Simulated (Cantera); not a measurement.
## Premixed flame

A freely propagating, adiabatic, planar premixed flame of C2H6 : O2 : N2 : CO2 = 1 : 2.5 : 9.4 : 0.33 (molar parts), unburnt at 673 K and 16000 Pa; mixture-averaged transport, grid criteria slope 0.08 and curve 0.16, no radiation.

Cantera simulation using GRI-Mech 3.0 (53 species, 325 reactions); the numbers are that mechanism's predictions, not measurements. Burning velocities carry a grid error of a few per cent, more on coarse grids.

```tsv
z (mm)	T (K)	u (m/s)	x C2H6	x O2	x CO2	x NO2	x CO	x C2H2
-5.32	673	1.55	0.0754	0.188	0.0249	<1e-8	8.61e-6	1.04e-7
-3.54	676	1.56	0.0750	0.187	0.0248	<1e-8	0.000107	1.69e-6
-2.66	685	1.59	0.0743	0.185	0.0246	2.14e-8	0.000498	9.58e-6
-1.77	749	1.77	0.0712	0.177	0.0244	1.30e-7	0.00356	9.53e-5
-0.886	1136	2.79	0.0465	0.135	0.0259	1.67e-7	0.0270	0.00107
-0.443	1505	3.81	0.0167	0.0911	0.0296	4.25e-8	0.0573	0.00280
0	1835	4.76	0.00102	0.0463	0.0361	<1e-8	0.0895	0.00420
0.443	2005	5.23	7.13e-6	0.0197	0.0434	<1e-8	0.103	0.00194
0.886	2058	5.37	2.21e-8	0.00860	0.0499	<1e-8	0.103	0.000419
1.77	2079	5.41	<1e-8	0.00300	0.0578	<1e-8	0.0972	1.16e-5
3.54	2087	5.42	<1e-8	0.00204	0.0621	<1e-8	0.0934	2.42e-8
7.09	2096	5.43	<1e-8	0.00186	0.0629	<1e-8	0.0928	<1e-8
14.2	2110	5.46	<1e-8	0.00164	0.0630	<1e-8	0.0929	<1e-8
```
x: mole fraction of selected species; z is measured from the peak of heat release.

The laminar burning velocity is 154 cm/s and the thermal thickness comes out as 1.77 mm. The peak x(CO) is 0.104. The peak x(C2H2) is 0.00425 and the grid points is 153.
